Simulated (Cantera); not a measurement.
Standard-state values (1 bar) from the NASA 1993 polynomials, evaluated with Cantera. Values are per mole of reaction as written; species without (g) are pure solids or liquids, kept so even where they would boil at 1 bar.

2 H(g) + NiS → Ni + H₂S(g), with ΔH° = -368.7 kJ and ΔS° = -47.0 J/K at 300 K.

Problem. How far is the shortcut ΔG° ≈ ΔH°(300 K) − T·ΔS°(300 K) from the full temperature-dependent value at 1673, 1698, 1723, 1748, 1773, 1798, 1823, 1848 K?

Solution. 
```csv
T (K),shortcut (kJ),full (kJ),difference (kJ),difference in log10 K,condensed phases
1673,-290.1,-229.8,-60.3,1.88,"NiS(l), Ni(s)"
1698,-288.9,-226.6,-62.3,1.92,"NiS(l), Ni(s)"
1723,-287.8,-223.4,-64.4,1.95,"NiS(l), Ni(s)"
1748,-286.6,-220.4,-66.2,1.98,"NiS(l), Ni(l)"
1773,-285.4,-217.4,-68.0,2.00,"NiS(l), Ni(l)"
1798,-284.2,-214.4,-69.8,2.03,"NiS(l), Ni(l)"
1823,-283.1,-211.4,-71.6,2.05,"NiS(l), Ni(l)"
1848,-281.9,-208.4,-73.5,2.08,"NiS(l), Ni(l)"
```
The shortcut ignores heat capacities and the phase changes listed.
